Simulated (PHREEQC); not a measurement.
0.34 g of hydrous ferric oxide (600 m²/g; 0.2 weak and 0.005 strong sites per Fe, Dzombak-Morel constants, diffuse double layer) in 1 kg of water with 0.3 mol/kgw of an inert sodium salt and 4.2e-05 mol/kgw NaH2PO4, at 25 °C; the pH is set by adding NaOH or the inert anion's acid. O2 is buffered at 0.21 atm. The system is closed to CO2. No solid was allowed to form.

Equilibrium calculation in PHREEQC: ion-association model, wateq4f.dat.

```tsv
pH	P sorbed (%)	surface charge σ (C/m²)	surface potential ψ (mV)
3	99.9	0.346	122
3.38	100.0	0.341	122
3.75	100.0	0.331	[?]
4.5	100.0	[?]	114
4.88	100.0	0.259	108
5.25	100.0	0.220	100
5.62	100.0	0.179	90
6.38	100.0	0.103	64
6.75	99.9	[?]	50
7.12	99.8	0.047	35
7.5	99.5	0.024	19
8.25	93.8	-0.016	-13
8.62	82.0	-0.036	-28
9	59.1	-0.058	-41
```

What belongs in the gaps?


- 3.75, surface potential ψ (mV): 120
- 4.5, surface charge σ (C/m²): 0.292
- 6.75, surface charge σ (C/m²): 0.073

Complexes and solids missing from the database can't appear. H3PO4, which wateq4f.dat lacks, is added to it with the constant of phreeqc.dat. The oxide is taken as insoluble; below pH 4 it would dissolve.
